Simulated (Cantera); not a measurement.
An adiabatic, constant-volume homogeneous reactor starts with CH₄ : O₂ : N₂ = 1 : 3.7 : 13.9 (molar parts), at 1173 K and 0.490 bar. Integrator tolerance rtol = 1e-08.

Computed with Cantera and GRI-Mech 3.0 (53 species, 325 reactions).

What does this change do: constant pressure in place of constant volume?


```tsv
quantity	before	after
time of steepest temperature rise	86.1 ms	88.7 ms
temperature at 0.600 s	2435 K	2232 K
equilibrium temperature	2435 K	2230 K
x(CH₄) at 0.600 s	<1e-12 (gas-phase equilibrium <1e-12)	<1e-12 (gas-phase equilibrium <1e-12)
x(O₂) at 0.600 s	0.0837 (gas-phase equilibrium 0.0837)	0.0866 (gas-phase equilibrium 0.0861)
x(CO) at 0.600 s	0.00435 (gas-phase equilibrium 0.00435)	0.00188 (gas-phase equilibrium 0.00187)
x(NO₂) at 0.600 s	7.61e-6 (gas-phase equilibrium 7.61e-6)	4.15e-6 (gas-phase equilibrium 4.61e-6)
x(C₂H₄) at 0.600 s	<1e-12 (gas-phase equilibrium <1e-12)	<1e-12 (gas-phase equilibrium <1e-12)
x(HO₂) at 0.600 s	6.07e-6 (gas-phase equilibrium 6.07e-6)	2.87e-6 (gas-phase equilibrium 2.85e-6)
x(HCN) at 0.600 s	4.56e-12 (gas-phase equilibrium 4.56e-12)	<1e-12 (gas-phase equilibrium <1e-12)
```

What does this change do: initial temperature 1173 to 1225 K?


| quantity | before | after |
|---|---|---|
| time of steepest temperature rise | 86.1 ms | 39.8 ms |
| temperature at 0.600 s | 2435 K | 2462 K |
| equilibrium temperature | 2435 K | 2462 K |
| x(CH₄) at 0.600 s | <1e-12 (gas-phase equilibrium <1e-12) | <1e-12 (gas-phase equilibrium <1e-12) |
| x(O₂) at 0.600 s | 0.0837 (gas-phase equilibrium 0.0837) | 0.0834 (gas-phase equilibrium 0.0834) |
| x(CO) at 0.600 s | 0.00435 (gas-phase equilibrium 0.00435) | 0.00506 (gas-phase equilibrium 0.00506) |
| x(NO₂) at 0.600 s | 7.61e-6 (gas-phase equilibrium 7.61e-6) | 7.61e-6 (gas-phase equilibrium 7.61e-6) |
| x(C₂H₄) at 0.600 s | <1e-12 (gas-phase equilibrium <1e-12) | <1e-12 (gas-phase equilibrium <1e-12) |
| x(HO₂) at 0.600 s | 6.07e-6 (gas-phase equilibrium 6.07e-6) | 6.43e-6 (gas-phase equilibrium 6.43e-6) |
| x(HCN) at 0.600 s | 4.56e-12 (gas-phase equilibrium 4.56e-12) | 6.42e-12 (gas-phase equilibrium 6.42e-12) |
